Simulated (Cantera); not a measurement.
## Pyrogenic steam for wet oxidation

An isothermal, constant-pressure homogeneous reactor starts with H₂ : O₂ : N₂ = 1.8 : 1 : 4.9 (molar parts), equivalence ratio 0.90, at 1198 K and 1.00 bar.

Computed with Cantera and the H2/O2 subset of GRI-Mech 3.0, which has no nitrogen chemistry. The temperature is held fixed by assumption; the heat of reaction is taken as removed at once.

```json
[
 {"t (s)": "6.00e-6", "x H₂": "0.234", "x O₂": "0.130", "x H₂O₂": "5.77e-11", "x O": "3.57e-9", "x HO₂": "1.53e-8"},
 {"t (s)": "2.04e-5", "x H₂": "0.234", "x O₂": "0.130", "x H₂O₂": "2.54e-9", "x O": "3.34e-7", "x HO₂": "4.86e-7"},
 {"t (s)": "6.96e-5", "x H₂": "0.0449", "x O₂": "0.0419", "x H₂O₂": "7.63e-6", "x O": "0.00574", "x HO₂": "5.39e-5"},
 {"t (s)": "0.000237", "x H₂": "0.00417", "x O₂": "0.0166", "x H₂O₂": "5.06e-6", "x O": "0.000252", "x HO₂": "2.27e-5"},
 {"t (s)": "0.000808", "x H₂": "0.000689", "x O₂": "0.0150", "x H₂O₂": "1.51e-6", "x O": "2.16e-5", "x HO₂": "1.10e-5"},
 {"t (s)": "0.00275", "x H₂": "0.000108", "x O₂": "0.0147", "x H₂O₂": "2.86e-7", "x O": "2.10e-6", "x HO₂": "2.80e-6"},
 {"t (s)": "0.00938", "x H₂": "1.04e-5", "x O₂": "0.0147", "x H₂O₂": "5.98e-8", "x O": "2.96e-7", "x HO₂": "3.29e-7"},
 {"t (s)": "0.0320", "x H₂": "6.19e-7", "x O₂": "0.0147", "x H₂O₂": "1.54e-8", "x O": "6.52e-8", "x HO₂": "2.95e-8"},
 {"t (s)": "0.109", "x H₂": "1.12e-7", "x O₂": "0.0147", "x H₂O₂": "4.41e-9", "x O": "1.79e-8", "x HO₂": "7.02e-9"},
 {"t (s)": "0.371", "x H₂": "3.97e-8", "x O₂": "0.0147", "x H₂O₂": "1.48e-9", "x O": "5.84e-9", "x HO₂": "3.35e-9"},
 {"t (s)": "1.26", "x H₂": "2.73e-8", "x O₂": "0.0147", "x H₂O₂": "7.99e-10", "x O": "3.11e-9", "x HO₂": "2.91e-9"},
 {"t (s)": "4.31", "x H₂": "2.68e-8", "x O₂": "0.0147", "x H₂O₂": "7.55e-10", "x O": "2.93e-9", "x HO₂": "2.90e-9"},
 {"t (s)": "14.7", "x H₂": "2.68e-8", "x O₂": "0.0147", "x H₂O₂": "7.55e-10", "x O": "2.93e-9", "x HO₂": "2.90e-9"},
 {"t (s)": "50.0", "x H₂": "2.68e-8", "x O₂": "0.0147", "x H₂O₂": "7.55e-10", "x O": "2.93e-9", "x HO₂": "2.90e-9"}
]
```
x: mole fraction; the columns are a selection and need not sum to one.

Equilibrium at this temperature and pressure: H₂ 2.68e-8, O₂ 0.0147, H₂O₂ 7.55e-10, O 2.93e-9, HO₂ 2.90e-9 (gas phase only).
